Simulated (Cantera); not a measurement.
Charge: 1 mol C2H4, 0.1 mol CO2, 1.4 mol H2, equilibrated at 0.100 bar.

These are equilibrium values from Cantera (NASA tables, ideal gas, pure condensed phases), not measurements of a reactor. Candidate condensed phases: C, C6H6, C7H8, C8H18, H2O; 131 gas species. Ions and electrons are included (thermal ionisation). Kinetics and transport are ignored. All values below are at 4727 °C.

Base state: H 0.764, C 0.208, CO 0.0225, C2 0.00289, H2 0.00141, CH 0.000156, O 0.000113, C3 9.78e-5 (mole fractions); condensed: gas only.

Task: What changes in the equilibrium state with this change: CO2 from 0.1 to 0.059 mol?

Result: 
```tsv
species	before	after
H	0.764	0.768
C	0.208	0.214
CO	0.0225	0.0133
O	0.000113	6.55e-5
C3	9.78e-5	0.000105
C2H	2.99e-5	3.16e-5
```

Task: What changes in the equilibrium state with this change: pressure from 0.100 bar to 7.40 bar?

Result: 
| species | before | after |
|---|---|---|
| H | 0.764 | 0.722 |
| H2 | 0.00141 | 0.0932 |
| C | 0.208 | 0.0755 |
| C2H | 2.99e-5 | 0.0203 |
| C3 | 9.78e-5 | 0.0255 |
| C2 | 0.00289 | 0.0281 |
| CO | 0.0225 | 0.0276 |
| C5 | 1.48e-9 | 0.000279 |
| C2H2 (vinylidene) | 2.85e-9 | 0.000135 |
| C2H2 (acetylene) | 6.30e-8 | 0.00299 |
| C4H2 | <1e-9 | 3.82e-5 |
